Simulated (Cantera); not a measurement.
An isothermal, constant-pressure homogeneous reactor starts with NO : N2 = 1 : 0.33 (molar parts), at 1400 K and 42000 Pa. Integrator tolerance rtol = 1e-08.

Cantera simulation using GRI-Mech 3.0 (53 species, 325 reactions); the numbers are that mechanism's predictions, not measurements.

What does this change do: temperature 1400 to 1700 K?


| quantity | before | after |
|---|---|---|
| x(NO) at 20.0 s | 0.730 (gas-phase equilibrium 0.000866) | 0.327 (gas-phase equilibrium 0.00346) |
| x(O) at 20.0 s | 1.75e-7 (gas-phase equilibrium 9.01e-7) | 3.24e-5 (gas-phase equilibrium 4.24e-5) |
| x(O2) at 20.0 s | 0.0101 (gas-phase equilibrium 0.376) | 0.212 (gas-phase equilibrium 0.374) |
| x(N2O) at 20.0 s | 0.000159 (gas-phase equilibrium 3.17e-8) | 3.82e-5 (gas-phase equilibrium 1.16e-7) |
| x(N2) at 20.0 s | 0.259 (gas-phase equilibrium 0.624) | 0.460 (gas-phase equilibrium 0.622) |
| x(NO2) at 20.0 s | 0.000838 (gas-phase equilibrium 5.56e-6) | 0.000665 (gas-phase equilibrium 9.34e-6) |

What does this change do: temperature 1400 to 1550 K?


```
quantity                                            before                                     after
----------------  ----------------------------------------  ----------------------------------------
x(NO) at 20.0 s     0.730 (gas-phase equilibrium 0.000866)     0.616 (gas-phase equilibrium 0.00185)
x(O) at 20.0 s     1.75e-7 (gas-phase equilibrium 9.01e-7)   3.30e-6 (gas-phase equilibrium 7.44e-6)
x(O2) at 20.0 s       0.0101 (gas-phase equilibrium 0.376)      0.0670 (gas-phase equilibrium 0.375)
x(N2O) at 20.0 s  0.000159 (gas-phase equilibrium 3.17e-8)  0.000127 (gas-phase equilibrium 6.45e-8)
x(N2) at 20.0 s        0.259 (gas-phase equilibrium 0.624)       0.316 (gas-phase equilibrium 0.623)
x(NO2) at 20.0 s  0.000838 (gas-phase equilibrium 5.56e-6)   0.00105 (gas-phase equilibrium 7.39e-6)
```
